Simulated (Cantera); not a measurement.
# Oxide etching and cleaning by halides: TiO2 + HCl + H2

Input: 1 mol TiO2, 6.9 mol HCl, 49 mol H2, at 1.33 mbar.

Cantera equilibrium calculation (NASA polynomials, part measured and part estimated; ideal gas, pure solids and liquids). Candidate condensed phases: H2O, Ti, TiCl2, TiCl3, TiCl4, TiO, TiO2, Ti2O3, Ti3O5, Ti4O7; 23 gas species. Mutual solubility and eutectic melting of coexisting phases are not modelled. Condensed phases not in the tables: Magnéli phases beyond Ti4O7, TiOCl. The numbers say what is thermodynamically allowed, not how fast it happens.

```tsv
T (K)	x H2	x HCl	x H2O	x H	x Cl	x TiCl3	x TiCl4	n TiO2(rutile)	n Ti4O7(s)	n Ti3O5(s)
1098	0.876	0.123	0.000269	6.34e-7	8.01e-8	8.30e-7	5.02e-7	0.940	0.0149	0
1148	0.876	0.123	0.000508	1.84e-6	2.28e-7	5.62e-7	1.86e-7	0.887	0.0283	0
1198	0.876	0.123	0.000910	4.87e-6	5.96e-7	3.91e-7	7.44e-8	0.797	0.0508	0
1248	0.875	0.123	0.00156	1.20e-5	1.44e-6	2.77e-7	3.18e-8	0.651	0.0871	0
1298	0.874	0.123	0.00257	2.74e-5	3.27e-6	2.01e-7	1.45e-8	0.426	0.143	0
1348	0.872	0.123	0.00408	5.92e-5	6.98e-6	1.48e-7	6.94e-9	0.0885	0.228	0
1398	0.872	0.123	0.00447	0.000121	1.41e-5	2.01e-7	6.30e-9	0	0.250	0
1448	0.872	0.123	0.00447	0.000236	2.72e-5	3.10e-7	6.69e-9	0	0.250	0
1498	0.872	0.123	0.00447	0.000439	5.01e-5	4.63e-7	7.05e-9	0	0.250	0
1548	0.870	0.123	0.00557	0.000787	8.90e-5	4.56e-7	5.03e-9	0	0.0655	0.246
1598	0.869	0.123	0.00596	0.00136	0.000152	5.57e-7	4.53e-9	0	0	0.333
```
x: gas mole fraction; n: condensed amount in mol.

From 1098 K to 1348 K the condensed part is TiO2(rutile) + Ti4O7(s). From 1398 K to 1498 K the condensed part is Ti4O7(s). At 1548 K the condensed part is Ti3O5(s) + Ti4O7(s). At 1598 K the condensed part is Ti3O5(s). The main Ti-bearing gas is TiCl3 throughout.
